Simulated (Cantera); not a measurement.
A closed system holds: 1 mol Cr, 0.6 mol N2, 6.7 mol H2, at 133 Pa.

These are equilibrium values from Cantera (NASA tables, ideal gas, pure condensed phases), not measurements of a reactor. Candidate condensed phases: Cr, CrN, Cr2N; 11 gas species. Rates play no part.

Q: At 1348 K, list the 4 most abundant gas species with their mole fractions, and the condensed phases.

A: H2 0.918, N2 0.0822, H 6.07e-5, Cr 1.28e-5. Condensed: Cr(s).
